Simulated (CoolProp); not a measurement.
CF4 (R14) at 293.15 K and 2.18 MPa flows at 1.3 m/s in a round tube of 1 mm bore and 0.25 µm roughness, fully developed (64/Re and Nu = 3.66 if laminar; Colebrook and Gnielinski if turbulent). Each further row changes one setting.

The numbers come from the reference Helmholtz-energy equation of state, Platzer 1990 in CoolProp. This equation is an older, rougher fit.

```csv
case,Reynolds number,Darcy friction factor,pressure drop (Pa/m),heat-transfer coefficient (W/(m² K)),mass flow (kg/h)
as stated,6100,0.0356,2590,348,0.316
velocity 2.6 m/s,12200,0.0297,8650,631,0.633
diameter 2 mm,12200,0.0295,1070,313,1.27
```

Viscosity comes from a separate model (Huber 2003), an estimate that may be off by 10 % or more. Thermal conductivity comes from a separate model (Huber 2003), an estimate that may be off by 10 % or more.
